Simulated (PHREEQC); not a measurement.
0.78 g of hydrous ferric oxide (600 m²/g; 0.2 weak and 0.005 strong sites per Fe, Dzombak-Morel constants, diffuse double layer) in 1 kg of water with 0.3 mol/kgw of an inert sodium salt and 1.3e-05 mol BaCl2, at 25 °C; the pH is set by adding NaOH or the inert anion's acid. O2 is buffered at 0.21 atm. No CO2 enters from the air. No solid was allowed to form.

Equilibrium calculation in PHREEQC: ion-association model, wateq4f.dat.

```json
[
 {"pH": "3", "Ba sorbed (%)": "0.0", "surface charge σ (C/m²)": "0.368", "surface potential ψ (mV)": "125"},
 {"pH": "3.67", "Ba sorbed (%)": "0.0", "surface charge σ (C/m²)": "___", "surface potential ψ (mV)": "___"},
 {"pH": "5", "Ba sorbed (%)": "0.0", "surface charge σ (C/m²)": "___", "surface potential ψ (mV)": "110"},
 {"pH": "5.67", "Ba sorbed (%)": "0.1", "surface charge σ (C/m²)": "0.191", "surface potential ψ (mV)": "93"},
 {"pH": "6.33", "Ba sorbed (%)": "0.8", "surface charge σ (C/m²)": "0.121", "surface potential ψ (mV)": "___"},
 {"pH": "7.67", "Ba sorbed (%)": "___", "surface charge σ (C/m²)": "0.025", "surface potential ψ (mV)": "19"},
 {"pH": "8.33", "Ba sorbed (%)": "78.8", "surface charge σ (C/m²)": "-0.011", "surface potential ψ (mV)": "-9"},
 {"pH": "9", "Ba sorbed (%)": "96.7", "surface charge σ (C/m²)": "-0.050", "surface potential ψ (mV)": "-36"},
 {"pH": "10.33", "Ba sorbed (%)": "___", "surface charge σ (C/m²)": "-0.163", "surface potential ψ (mV)": "-85"},
 {"pH": "11", "Ba sorbed (%)": "100.0", "surface charge σ (C/m²)": "-0.240", "surface potential ψ (mV)": "-104"}
]
```

Question: What belongs in the gaps?

Answer: 
- 3.67, surface charge σ (C/m²): 0.359
- 3.67, surface potential ψ (mV): 124
- 5, surface charge σ (C/m²): 0.269
- 6.33, surface potential ψ (mV): 71
- 7.67, Ba sorbed (%): 33.4
- 10.33, Ba sorbed (%): 99.9

Complexes and solids missing from the database can't appear. The oxide is taken as insoluble; below pH 4 it would dissolve.
